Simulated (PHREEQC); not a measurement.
Model water analysis in mg/L, 25 °C, pH 2.22, pe 11: Na 35; K 35.8; Ca 129; Mg 73.5; Cl 36.4; S(6) as SO4 1050; Mn(2) 1.6.

Cl is adjusted to close the charge balance.
Valence states are taken as typed.

The numbers come from PHREEQC with the ion-association model, phreeqc.dat.

No solid was allowed to form.

Problem. Order these Ca species by the share of Ca that they hold, largest first: CaHSO4+, CaSO4, Ca+2.

Solution. Ca+2 (74 %), CaSO4 (25 %), CaHSO4+ (1.2 %)

Problem. Order these S species by the share of S that they hold, largest first: HSO4-, SO4-2, CaHSO4+, MgSO4, CaSO4.

Solution. SO4-2 (61 %), HSO4- (22 %), MgSO4 (8.6 %), CaSO4 (7.3 %), CaHSO4+ (0.34 %)

The pH is 2.22 and the ionic strength 0.0295 mol/kgw.
